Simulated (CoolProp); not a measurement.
Saturated liquid density (kg/m³) of R227EA: the reference equation beside estimates from Tc = 374.9 K, pc = 2925 kPa, ω = 0.358.

Values from CoolProp's reference Helmholtz-energy equation of state, Lemmon 2016.

```json
[
 {"T (K)": "237", "reference": "[?]", "Redlich-Kwong": "1410", "Soave-Redlich-Kwong": "1480", "Peng-Robinson": "[?]"},
 {"T (K)": "246.3", "reference": "1580", "Redlich-Kwong": "1378", "Soave-Redlich-Kwong": "1451", "Peng-Robinson": "1640"},
 {"T (K)": "255.6", "reference": "1549", "Redlich-Kwong": "1346", "Soave-Redlich-Kwong": "1421", "Peng-Robinson": "1607"},
 {"T (K)": "264.9", "reference": "1516", "Redlich-Kwong": "[?]", "Soave-Redlich-Kwong": "1389", "Peng-Robinson": "1572"},
 {"T (K)": "274.2", "reference": "1482", "Redlich-Kwong": "[?]", "Soave-Redlich-Kwong": "1354", "Peng-Robinson": "1534"},
 {"T (K)": "283.4", "reference": "1447", "Redlich-Kwong": "1237", "Soave-Redlich-Kwong": "1317", "Peng-Robinson": "1493"},
 {"T (K)": "292.7", "reference": "1410", "Redlich-Kwong": "[?]", "Soave-Redlich-Kwong": "1277", "Peng-Robinson": "[?]"},
 {"T (K)": "302", "reference": "1371", "Redlich-Kwong": "1152", "Soave-Redlich-Kwong": "1233", "Peng-Robinson": "1399"},
 {"T (K)": "311.3", "reference": "[?]", "Redlich-Kwong": "1105", "Soave-Redlich-Kwong": "1185", "Peng-Robinson": "1345"},
 {"T (K)": "320.6", "reference": "1284", "Redlich-Kwong": "[?]", "Soave-Redlich-Kwong": "1132", "Peng-Robinson": "1285"}
]
```

Question: Some entries are withheld; supply them.

Answer: 
- 237, reference: 1611
- 237, Peng-Robinson: 1671
- 264.9, Redlich-Kwong: 1311
- 274.2, Redlich-Kwong: 1275
- 292.7, Redlich-Kwong: 1196
- 292.7, Peng-Robinson: 1448
- 311.3, reference: 1330
- 320.6, Redlich-Kwong: 1055

Absolute difference from the reference over all 10 rows, mean and median: Redlich-Kwong 14.6 and 14.2 %, Soave-Redlich-Kwong 9.3 and 8.8 %, Peng-Robinson 2.8 and 3.3 %.
